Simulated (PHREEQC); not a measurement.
Consider water at 25 °C with 0.0027 mol Na2HPO4 per kg of water. Closed to the air; pH follows from the charge balance.

All values are PHREEQC results (ion-association model, wateq4f.dat), not measurements.

Q: The ionic strength comes out as 0.00805 mol/kgw. What activity coefficients do H2PO4-, NaHPO4-, Na+, OH-, HPO4-2 get?

A: H2PO4- 0.91, NaHPO4- 0.91, Na+ 0.91, OH- 0.91, HPO4-2 0.69.

This is a speciation only: nothing precipitates in the calculation. H3PO4, which wateq4f.dat lacks, is added to it with the constant of phreeqc.dat.
